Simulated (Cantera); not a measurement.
A closed system holds: 1 mol CuO, 1.6 mol C, 12 mol H2, at 900 K.

These are equilibrium values from Cantera (NASA tables, ideal gas, pure condensed phases), not measurements of a reactor. Candidate condensed phases: C, C6H6, C7H8, C8H18, Cu, CuO, Cu(OH)2, Cu2O, H2O; 113 gas species. Kinetics and transport are ignored.

Problem. Which condensed phases are stable at each of these points (P (Pa)): 10, 52, 270, 1400, 7200, 37000, 190000, 1000000?

Solution. 
| P (Pa) | condensed phases | Cu condensed (%) |
|---|---|---|
| 10 | C(graphite) + Cu(s) | 100.0 |
| 52 | C(graphite) + Cu(s) | 100.0 |
| 270 | C(graphite) + Cu(s) | 100.0 |
| 1400 | C(graphite) + Cu(s) | 100.0 |
| 7200 | C(graphite) + Cu(s) | 100.0 |
| 37000 | C(graphite) + Cu(s) | 100.0 |
| 190000 | Cu(s) | 100.0 |
| 1000000 | Cu(s) | 100.0 |

From 0.0750 Torr to 278 Torr the condensed part is C(graphite) + Cu(s). From 1430 Torr to 7500 Torr the condensed part is Cu(s).
